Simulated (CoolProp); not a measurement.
The numbers come from the reference Helmholtz-energy equation of state, Lemmon 2005 in CoolProp.

Problem. Give the vapour pressure (kPa), vapour density (kg/m³), enthalpy of vaporisation (kJ/kg), liquid cp (kJ/(kg K)) of saturated R125 at 195.6, 306.1 K.

Solution. 
| T (K) | p (kPa) | vapour density (kg/m³) | enthalpy of vaporisation (kJ/kg) | liquid cp (kJ/(kg K)) |
|---|---|---|---|---|
| 195.6 | 18.3 | 1.37 | 179 | 1.06 |
| 306.1 | 1690 | 115 | 101 | 1.49 |
